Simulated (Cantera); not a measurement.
A closed system holds: 1 mol Si, a varied amount of Br₂, 8.6 mol H₂, equilibrated at 852 °C and 195 Torr.

Cantera equilibrium calculation (NASA polynomials, part measured and part estimated; ideal gas, pure solids and liquids). Candidate condensed phases: Br₂, Si; 19 gas species. The numbers say what is thermodynamically allowed, not how fast it happens.

### Question
Which condensed phases are stable at each of these points (n(Br₂) (mol)): 0.76, 1.9, 3, 4.1, 5.2, 6.2, 7.3, 8.4?

### Answer
| n(Br₂) (mol) | condensed phases | Si condensed (%) |
|---|---|---|
| 0.76 | Si(s) | 70.2 |
| 1.9 | Si(s) | 13.9 |
| 3 | gas only | 0.0 |
| 4.1 | gas only | 0.0 |
| 5.2 | gas only | 0.0 |
| 6.2 | gas only | 0.0 |
| 7.3 | gas only | 0.0 |
| 8.4 | gas only | 0.0 |

From 0.76 mol Br₂ to 1.9 mol Br₂ the condensed part is Si(s). From 3 mol Br₂ to 8.4 mol Br₂ nothing is condensed.
